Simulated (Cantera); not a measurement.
A closed system holds: 1 mol Si(CH₃)₄, 0.075 mol C₂H₂, 1200 mol H₂, held at 1.00 bar.

Cantera equilibrium calculation (NASA polynomials, part measured and part estimated; ideal gas, pure solids and liquids). Candidate condensed phases: C, C₆H₆, C₇H₈, C₈H₁₈, Si, SiC; 87 gas species. Rates play no part. All values below are at 1250 K.

Base state: H₂ 0.997, CH₄ 0.00262 (mole fractions); condensed: SiC(s).

Q: What changes in the equilibrium state with this change: pressure from 1.00 bar to 91.0 mbar?

A: 
```csv
species,before,after
H₂,0.997,0.999
CH₄,0.00262,0.000998
"SiC(s), mol",1.000,1.00
"C(graphite), mol",0,1.95
```
